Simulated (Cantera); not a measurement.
A freely propagating, adiabatic, planar premixed flame of CH4 : C2H6 : C3H8 : O2 : N2 : H2 = 1 : 0.08 : 0.12 : 2.22 : 8.33 : 0.039 (molar parts), equivalence ratio 1.3, unburnt at 498 K and 21000 Pa; mixture-averaged transport, grid criteria slope 0.08 and curve 0.16, no radiation.

Detailed kinetics in Cantera: GRI-Mech 3.0 (53 species, 325 reactions). Burning velocities carry a grid error of a few per cent, more on coarse grids.

x: mole fraction of selected species; z is measured from the peak of heat release.

| z (mm) | T (K) | u (m/s) | x CH4 | x C2H6 | x C3H8 | x N2O | x CH2 | x H2 |
|---|---|---|---|---|---|---|---|---|
| -4.22 | 498 | 1.07 | 0.0847 | 0.00678 | 0.0102 | <1e-8 | <1e-8 | 0.00497 |
| -2.82 | 500 | 1.08 | 0.0842 | 0.00675 | 0.0101 | <1e-8 | <1e-8 | 0.00870 |
| -2.11 | 509 | 1.10 | 0.0834 | 0.00672 | 0.0101 | <1e-8 | <1e-8 | 0.0136 |
| -1.41 | ___ | 1.27 | 0.0792 | 0.00662 | 0.00983 | <1e-8 | <1e-8 | 0.0239 |
| -0.704 | ___ | 2.28 | 0.0569 | 0.00596 | 0.00627 | <1e-8 | 6.53e-7 | 0.0407 |
| -0.352 | ___ | 3.26 | 0.0329 | 0.00289 | 0.00158 | <1e-8 | 1.93e-5 | 0.0488 |
| 0 | ___ | 4.15 | 0.0102 | 0.000239 | 3.42e-5 | <1e-8 | 9.43e-5 | 0.0514 |
| 0.352 | 1952 | 4.59 | 0.00148 | 2.86e-6 | 3.45e-8 | <1e-8 | 6.73e-5 | 0.0473 |
| 0.704 | 2003 | 4.70 | 0.000132 | 1.83e-8 | <1e-8 | <1e-8 | 1.28e-5 | 0.0433 |
| 1.41 | 2023 | 4.73 | 8.61e-7 | <1e-8 | <1e-8 | <1e-8 | 1.58e-7 | 0.0420 |
| 2.82 | 2036 | 4.74 | <1e-8 | <1e-8 | <1e-8 | <1e-8 | <1e-8 | 0.0431 |
| 5.63 | 2051 | 4.77 | <1e-8 | <1e-8 | <1e-8 | <1e-8 | <1e-8 | 0.0433 |
| 11.3 | 2074 | 4.82 | <1e-8 | <1e-8 | <1e-8 | <1e-8 | <1e-8 | 0.0431 |

Question: Some entries are withheld; supply them.

Answer: 
- -1.41, T (K): 580
- -0.704, T (K): 1013
- -0.352, T (K): 1416
- 0, T (K): 1774
